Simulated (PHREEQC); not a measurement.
# Spent oxide etchant: speciation

Make-up at 90 °C: 0.04 mol HF, 0.0013 mol H2SiF6, 0.026 mol HBF4 and 0.00036 mol HNO3 per kg of water. Closed to the air; pH follows from the charge balance.

Equilibrium calculation in PHREEQC: ion-association model, phreeqc.dat.

Precipitation was switched off in this run.

Problem. Predict the pH, ionic strength.

Solution. pH 1.61; ionic strength 0.0295 mol/kgw.

Problem. In which forms is F present?

Solution. BF4- 63 %, HF 30 %, SiF6-2 4.8 %, BF3OH- 1.5 % of the F.

Species that the database lacks are ignored. Constants without temperature data keep their 25 °C values here. SiF6-2 is the database's only silicon fluoride. Real BF4- forms and hydrolyses slowly; the run takes it at equilibrium.
